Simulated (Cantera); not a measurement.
Feed: 1 mol Fe(CO)5, 0.55 mol H2, 0.07 mol CO, held at 1598 K and 1000 Pa.

Equilibrium computed with Cantera from the NASA thermochemical tables; the gas is ideal and each condensed phase is pure. Candidate condensed phases: C, C6H6, C7H8, C8H18, Fe, Fe(CO)5, FeO, Fe(OH)2, Fe(OH)3, Fe2O3, Fe3O4, H2O; 114 gas species. The numbers say what is thermodynamically allowed, not how fast it happens.

Base state: CO 0.902, H2 0.0978, H 0.000166, Fe 0.000106 (mole fractions); condensed: Fe(γ).

Question: What changes in the equilibrium state with this change: temperature from 1598 K to 873 K?

Answer: 
```csv
species,before,after
CO,0.902,0.818
H2,0.0978,0.102
CO2,2.88e-6,0.0760
Fe,0.000106,<1e-9
H,0.000166,<1e-9
H2O,9.34e-7,0.00355
CH4,1.31e-7,4.67e-5
"Fe(γ), mol",0.999,0
"C(graphite), mol",0,0.414
"Fe(α), mol",0,1.00
```
Condensed phases not in the tables: cementite and carbon dissolved in iron.

Question: What changes in the equilibrium state with this change: Fe(CO)5 replaced by PbO?

Answer: 
| species | before | after |
|---|---|---|
| Pb | 0 | 0.387 |
| H2O | 9.34e-7 | 0.338 |
| PbO | 0 | 0.228 |
| CO | 0.902 | 0.000153 |
| CO2 | 2.88e-6 | 0.0429 |
| H2 | 0.0978 | 0.000402 |
| Fe | 0.000106 | 0 |
| O2 | <1e-9 | 0.00296 |
| OH | <1e-9 | 0.000349 |
| Pb2 | 0 | 1.89e-5 |
| H | 0.000166 | 1.07e-5 |
| Fe(γ), mol | 0.999 | 0 |
Gases not in the tables: (PbO)n polymers. Further candidate phases: Pb, PbO, PbO2, Pb3O4.
